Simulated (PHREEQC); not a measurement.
Make-up at 25 °C: 0.0022 mol/kgw CuSO4 and 0.00043 mol/kgw HBF4. Closed to the air; pH follows from the charge balance.

Model: ion-association model, phreeqc.dat, run in PHREEQC.

```csv
quantity,before,after
pH,3.15,3.62
ionic strength (mol/kgw),0.00814,0.00190
F- (mol/kgw),0.000826,0.000255
HF (mol/kgw),0.000801,8.67e-5
H3BO3 (mol/kgw),0.000408,8.59e-5
BF4- (mol/kgw),9.85e-6,8.10e-10
```

Task: Which change was made?
A) CuSO4 left out
B) HBF4 from 0.00043 to 0.0043 mol/kgw
C) diluted 5-fold with water
D) CuSO4 replaced by Cu(NO3)2 at the same molality

Result: C, diluted 5-fold with water

Precipitation was switched off in this run. Real BF4- forms and hydrolyses slowly; the run takes it at equilibrium.
